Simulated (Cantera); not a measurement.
Feed: 1 mol FeS, 17 mol H2, 2.9 mol N2, held at 0.0210 bar.

Cantera equilibrium calculation (NASA polynomials, part measured and part estimated; ideal gas, pure solids and liquids). Candidate condensed phases: Fe, FeS, FeS2, S; 16 gas species. Metal and sulfide melt together well below either melting point, which pure phases cannot show. Mutual solubility and eutectic melting of coexisting phases are not modelled. FeS: taken at fixed stoichiometry. Kinetics and transport are ignored. All values below are at 1175 °C.

Base state: H2 0.843, N2 0.146, H2S 0.0111, S2 0.000372, SH 0.000232, H 5.84e-5 (mole fractions); condensed: Fe(γ) + FeS(s).

Question: What changes in the equilibrium state with this change: 0.68 mol CH4 added?

Answer: 
```
species             before     after
----------------  --------  --------
H2                   0.843     0.850
N2                   0.146     0.136
H2S                 0.0111    0.0112
CS2                      0   0.00199
HCN                      0  0.000246
CS                       0  0.000114
CH4                      0   5.06e-5
H                  5.84e-5   5.86e-5
SH                0.000232  0.000233
Fe(γ), mol           0.241     0.347
FeS(s), mol          0.759     0.653
C(graphite), mol         0     0.629
```
Iron dissolves carbon and melts from about 1420 K in contact with it, which pure phases cannot show. Condensed phases not in the tables: cementite and carbon dissolved in iron. Further candidate phases: C, C6H6, C7H8, C8H18.

Question: What changes in the equilibrium state with this change: 0.67 mol CO2 added?

Answer: 
```
species      before     after
-----------  ------  --------
H2            0.843     0.784
N2            0.146     0.141
H2O               0    0.0320
CO                0    0.0320
H2S          0.0111    0.0103
CO2               0  0.000551
COS               0   1.39e-5
Fe(γ), mol    0.241     0.233
FeS(s), mol   0.759     0.767
```
Further candidate phases: C, C6H6, C7H8, C8H18, Fe(CO)5, FeO, Fe(OH)2, Fe(OH)3, FeSO4, Fe2O3, Fe2(SO4)3, Fe3O4, H2O, H2SO4.
